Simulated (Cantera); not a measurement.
Charge: 1 mol Ti(OiPr)4, 170 mol H2, equilibrated at 1548 K and 1.33 mbar.

These are equilibrium values from Cantera (NASA tables, ideal gas, pure condensed phases), not measurements of a reactor. Candidate condensed phases: C, C6H6, C7H8, C8H18, H2O, Ti, TiC, TiO, TiO2, Ti2O3, Ti3O5, Ti4O7; 113 gas species. The feed counts by its element totals alone. TiC: taken at fixed stoichiometry. Equilibrium is a limit: real reactors are often held back by kinetics, nucleation or transport.

**Question.** What is the equilibrium state?

**Answer.** 
| Property | Result |
|---|---|
| x(H2) | 0.978 |
| x(CO) | 0.0213 |
| x(H) | 0.000834 |
| x(C2H2 (acetylene)) | 1.53e-5 |
| x(CH4) | 2.62e-6 |
| n(C(graphite)) | 6.99 mol |
| n(TiC(s)) | 1.00 mol |
| gas amount | 188.1 mol |
| log10 activity of Ti(β) (absent) | -5.57 |
| log10 activity of Ti2O3(s) (absent) | -12.73 |
| log10 activity of Ti3O5(s) (absent) | -21.15 |
